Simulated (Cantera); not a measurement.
Input: 1 mol BaF₂, 0.17 mol H₂, 7.9 mol N₂, held at 1202 °C.

Method: chemical equilibrium by Gibbs-energy minimisation in Cantera with the NASA 1993 tables (ideal gas, pure condensed phases). Candidate condensed phases: Ba, BaF₂; 24 gas species. Rates play no part.

x: gas mole fraction; n: condensed amount in mol.

```tsv
P (Pa)	x N₂	x BaF₂	x H₂	x HF	x BaF	x H	n BaF₂(s)
0.100	0.865	0.0971	0.0117	0.0125	0.0124	0.00140	0
0.460	0.867	0.101	0.0138	0.00903	0.00899	0.000710	0
2.20	0.868	0.104	0.0153	0.00635	0.00633	0.000342	0
10	0.869	0.106	0.0164	0.00446	0.00445	0.000166	0
46	0.935	0.0417	0.0191	0.00199	0.00199	8.35e-5	0.631
220	0.969	0.00872	0.0205	0.000627	0.000625	3.96e-5	0.924
1000	0.977	(withheld)	0.0209	(withheld)	(withheld)	(withheld)	0.983
4600	0.978	0.000417	0.0210	6.46e-5	6.42e-5	8.77e-6	0.996
22000	0.979	(withheld)	0.0211	(withheld)	(withheld)	(withheld)	0.999
100000	0.979	1.92e-5	0.0211	6.45e-6	6.35e-6	1.88e-6	1.000
```

Problem. Some entries are withheld; supply them.

Solution. 
- 1000, x BaF₂: 0.00192
- 1000, x HF: 0.000203
- 1000, x BaF: 0.000201
- 1000, x H: 1.88e-5
- 22000, x BaF₂: 8.72e-5
- 22000, x HF: 2.00e-5
- 22000, x BaF: 1.98e-5
- 22000, x H: 4.01e-6
